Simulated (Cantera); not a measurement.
A freely propagating, adiabatic, planar premixed flame of 19.4 % H2, 15.9 % O2, 59.8 % N2, 4.85 % H2O, unburnt at 675 K and 10.0 bar; mixture-averaged transport, grid criteria slope 0.08 and curve 0.16, no radiation.

Cantera simulation using the H2/O2 subset of GRI-Mech 3.0, which has no nitrogen chemistry; the numbers are that mechanism's predictions, not measurements. The hydrogen kinetics of GRI-Mech 3.0 are dated; newer H2 mechanisms differ, most at raised pressure. Burning velocities carry a grid error of a few per cent, more on coarse grids. Lean hydrogen flames are cellular in practice and burn faster than this planar one.

x: mole fraction of selected species; z is measured from the peak of heat release.

```tsv
z (mm)	T (K)	u (m/s)	x H2	x O2	x H2O	x HO2	x H	x H2O2
-0.115	676	1.48	0.188	0.160	0.0490	4.72e-7	<1e-8	3.51e-7
-0.0765	682	1.48	0.177	0.162	0.0505	4.80e-6	<1e-8	3.57e-6
-0.0574	692	1.48	0.166	0.164	0.0526	1.45e-5	<1e-8	1.07e-5
-0.0383	734	1.53	0.142	0.166	0.0603	7.48e-5	<1e-8	5.09e-5
-0.0191	957	1.93	0.0941	0.158	0.0971	0.000645	?	0.000296
-0.00957	1245	2.49	0.0621	0.139	0.141	0.000900	?	0.000277
0	1558	3.10	0.0325	0.111	0.192	0.000532	?	2.03e-5
0.00957	1762	3.51	0.0147	0.0907	0.225	0.000257	?	5.36e-6
0.0191	1870	3.72	0.00702	0.0812	0.240	0.000134	?	3.64e-6
0.0383	1957	3.89	0.00244	0.0763	0.251	5.05e-5	?	2.13e-6
0.0765	1999	3.97	0.000679	0.0754	0.255	1.51e-5	?	1.05e-6
0.153	2013	3.99	0.000187	0.0755	0.257	5.63e-6	?	5.60e-7
0.306	2016	4.00	0.000105	0.0756	0.257	4.14e-6	?	4.49e-7
```

### Question
Fill in the missing entries.

### Answer

- -0.0191, x H: 1.36e-5
- -0.00957, x H: 0.000336
- 0, x H: 0.00139
- 0.00957, x H: 0.00174
- 0.0191, x H: 0.00124
- 0.0383, x H: 0.000422
- 0.0765, x H: 7.41e-5
- 0.153, x H: 1.30e-5
- 0.306, x H: 6.24e-6
